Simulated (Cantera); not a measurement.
## Thermodynamics of thermal oxidation and active oxidation of silicon, feed Si + N2O + H2

A closed system holds: 1 mol Si, 3.5 mol N2O, 19 mol H2, equilibrated at 1248.15 K and 1.00 bar.

Equilibrium computed with Cantera from the NASA thermochemical tables; the gas is ideal and each condensed phase is pure. Candidate condensed phases: H2O, Si, SiO2, Si2N2O, Si3N4; 35 gas species. The tables hold silica as quartz up to 1696 K and as liquid above; real silica turns to tridymite and cristobalite and melts near 1996 K. Gases not in the tables: Si(OH)4. Equilibrium is a limit: real reactors are often held back by kinetics, nucleation or transport.

```yaml
x(H2): 0.778
x(N2): 0.156
x(H2O): 0.0667
x(NH3): 4.16e-5
n(SiO2(β-quartz)): 1.00 mol
gas_amount: 22.50 mol
log10 activity of Si(s) (absent): -11.66
```
